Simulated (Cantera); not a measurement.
A freely propagating, adiabatic, planar premixed flame of 37.2 % H₂, 8.44 % O₂, 32.1 % N₂, 22.3 % H₂O, equivalence ratio 2.2, unburnt at 398 K and 550000 Pa; mixture-averaged transport, grid criteria slope 0.08 and curve 0.16, no radiation.

Model: the H2/O2 subset of GRI-Mech 3.0, which has no nitrogen chemistry, integrated in Cantera. The hydrogen kinetics of GRI-Mech 3.0 are dated; newer H2 mechanisms differ, most at raised pressure. Burning velocities carry a grid error of a few per cent, more on coarse grids.

Predict: laminar burning velocity; thermal thickness; peak x(HO₂); peak x(OH); peak x(H).


```
Property                      Value
------------------------  ---------
laminar burning velocity  76.1 cm/s
thermal thickness         0.0880 mm
peak x(HO₂)                0.000768
peak x(OH)                 0.000396
peak x(H)                   0.00480
```
